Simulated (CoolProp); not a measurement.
Vapour-liquid equilibrium of benzene (1) + m-xylene (2) at 6.4 bar; x and y are mole fractions of (1).

Values from CoolProp's multi-fluid Helmholtz-energy mixture model, Thol 2012 and Zhou 2012; pair parameters Bell 2016.

Give the bubble temperature and the first vapour's composition at x = 0.35, 0.5, 0.8. Is there an azeotrope?

x = 0.35: 464.7 K, y = 0.614; x = 0.5: 454.1 K, y = 0.755; x = 0.8: 437.0 K, y = 0.930. No azeotrope shows between x = 0.05 and 0.95.

Pair parameters are fitted to limited data, so mixtures are less certain than the pure fluids.
